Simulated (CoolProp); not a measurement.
Vapour-liquid equilibrium of R114 (1) + benzene (2) at 5.91 bar; x and y are mole fractions of (1).

Values from CoolProp's multi-fluid Helmholtz-energy mixture model, Platzer 1990 and Thol 2012; pair parameters Bell 2016. This equation is an older, rougher fit; its heat capacities, sound speeds and derivatives of the liquid may be far off and weren't checked against measurements.

| x | bubble temperature, mixture model (°C) | bubble temperature, Raoult's law (°C) | y, mixture model | y, Raoult's law |
|---|---|---|---|---|
| 0.05 | 132.0 | 139.5 | 0.332 | 0.248 |
| 0.125 | 112.0 | 125.9 | 0.596 | 0.489 |
| 0.2 | 99.4 | 114.9 | 0.720 | 0.641 |
| 0.275 | 91.2 | 105.9 | 0.787 | 0.742 |
| 0.35 | 85.5 | 98.2 | 0.828 | 0.811 |
| 0.425 | 81.3 | 91.7 | 0.856 | 0.861 |
| 0.5 | 77.9 | 86.0 | 0.878 | 0.898 |
| 0.575 | 75.0 | 81.0 | 0.896 | 0.925 |
| 0.65 | 72.4 | 76.5 | 0.914 | 0.946 |
| 0.725 | 69.9 | 72.5 | 0.930 | 0.963 |
| 0.8 | 67.4 | 68.9 | 0.948 | 0.976 |
| 0.875 | 65.0 | 65.6 | 0.966 | 0.987 |
| 0.95 | 62.5 | 62.6 | 0.986 | 0.995 |

The largest gap from Raoult's law is -15.5 K in bubble temperature, at x = 0.2. No azeotrope shows between x = 0.05 and 0.95.

The pair parameters rest on a limited set of measurements; away from them the model extrapolates.
